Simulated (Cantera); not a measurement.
An isothermal plug-flow reactor at 1275 K and 0.620 bar (inlet), inlet velocity 0.73 m/s, active area per volume 160 1/m; feed CH4 : O2 : N2 : H2O = 0.003 : 0.018 : 0.79 : 0.04 (molar parts), equivalence ratio 0.33.

Detailed kinetics in Cantera: Deutschmann's 1995 Pt surface mechanism with GRI-Mech 3.0 gas chemistry. Catalytic surfaces can have several steady states; this one follows from the mechanism file's or the stated starting coverage. Mass transfer to the wall is taken as infinitely fast.

Problem. Predict: x(CH4) at z = 0.017 m; x(O2) at z = 0.017 m; x(H2O) at z = 0.017 m; x(CO2) at z = 0.017 m; x(CO) at z = 0.017 m; θ(free Pt) at the exit; θ(O*) at the exit; θ(OH*) at the exit.

Solution. 
| Property | Result |
|---|---|
| x(CH4) at z = 0.017 m | 1.03e-5 |
| x(O2) at z = 0.017 m | 0.0144 |
| x(H2O) at z = 0.017 m | 0.0538 |
| x(CO2) at z = 0.017 m | 0.00330 |
| x(CO) at z = 0.017 m | 2.98e-7 |
| θ(free Pt) at the exit | 0.671 |
| θ(O*) at the exit | 0.327 |
| θ(OH*) at the exit | 0.00179 |
